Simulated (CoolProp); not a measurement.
Model: reference Helmholtz-energy equation of state, Schmidt 1985, in CoolProp. Above 300 K oxygen's equation is extrapolated.

Question: For oxygen, give the phase and the cv (kJ/(kg K)), conductivity (mW/(m K)) at 81.05 °C and 8.83 MPa.

Answer: 
- 81.05 °C and 8.83 MPa: supercritical; cv 0.682, conductivity 34.1

Thermal conductivity comes from a separate model (Lemmon 2004).
